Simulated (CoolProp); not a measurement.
The numbers come from the reference Helmholtz-energy equation of state, Thol 2014 in CoolProp.

For diethyl ether, give the phase and the density (kg/m³), cp (kJ/(kg K)), isothermal compressibility (1/MPa), fugacity coefficient at 215.55 °C and 4.74 MPa; 252.65 °C and 4.74 MPa; 274.85 °C and 4.74 MPa.


- 215.55 °C and 4.74 MPa: supercritical; density 224, cp 6.59, isothermal compressibility 0.805, fugacity coefficient 0.632
- 252.65 °C and 4.74 MPa: supercritical; density 125, cp 3.08, isothermal compressibility 0.351, fugacity coefficient 0.726
- 274.85 °C and 4.74 MPa: supercritical; density 108, cp 2.87, isothermal compressibility 0.305, fugacity coefficient 0.766
